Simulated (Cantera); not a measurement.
A closed system holds: 1 mol C₂H₅OH, 0.16 mol CO₂, 0.2 mol N₂, at 2973.15 K and 0.133 bar.

Method: chemical equilibrium by Gibbs-energy minimisation in Cantera with the NASA 1993 tables (ideal gas, pure condensed phases). Candidate condensed phases: C, C₆H₆, C₇H₈, C₈H₁₈, H₂O; 136 gas species. The numbers say what is thermodynamically allowed, not how fast it happens.

Base state: H₂ 0.411, H 0.255, CO 0.254, N₂ 0.0261, C₂H₂ (acetylene) 0.0237, HCN 0.0198, HNC 0.00365, C₂H 0.00243 (mole fractions); condensed: C(graphite).

**Question.** What changes in the equilibrium state with this change: temperature from 2973.15 K to 1498.15 K?

**Answer.** 
```
species            before     after
----------------  -------  --------
H₂                  0.411     0.663
CO                  0.254     0.292
N₂                 0.0261    0.0442
H                   0.255   3.84e-5
C₂H₂ (acetylene)   0.0237   5.86e-6
HCN                0.0198  0.000179
C₂H               0.00243     <1e-9
C₃                0.00175     <1e-9
C(graphite), mol    0.395     0.839
```

**Question.** What changes in the equilibrium state with this change: C₂H₅OH replaced by CO?

**Answer.** 
```
species            before    after
----------------  -------  -------
CO                  0.254    0.752
N₂                 0.0261    0.141
CO₂               1.07e-8   0.0743
H₂                  0.411        0
H                   0.255        0
C₂H₂ (acetylene)   0.0237        0
HCN                0.0198        0
O                 9.85e-9   0.0230
O₂                  <1e-9  0.00662
HNC               0.00365        0
NO                  <1e-9  0.00346
C₂H               0.00243        0
C(graphite), mol    0.395        0
```

**Question.** What changes in the equilibrium state with this change: C₂H₅OH replaced by toluene?

**Answer.** 
```
species              before     after
-----------------  --------  --------
H₂                    0.411     0.555
H                     0.255     0.296
CO                    0.254    0.0600
C₂H₂ (acetylene)     0.0237    0.0319
HCN                  0.0198    0.0220
N₂                   0.0261    0.0239
CH₃                 1.79e-5   2.81e-5
CH₂                 2.57e-5   3.47e-5
C₂H₂ (vinylidene)   7.01e-5   9.45e-5
C₄H₂               0.000567  0.000765
C(graphite), mol      0.395      6.27
```
